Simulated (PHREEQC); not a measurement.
Dissolve 0.022 mol KOH per kg of water at 25 °C. Closed to the air; pH follows from the charge balance.

Model: Pitzer model, pitzer.dat, run in PHREEQC.

Precipitation was switched off in this run.

Problem. Estimate the pH, osmotic coefficient.

Solution. pH 12.28; osmotic coefficient 0.959.

Species that the database lacks are ignored.
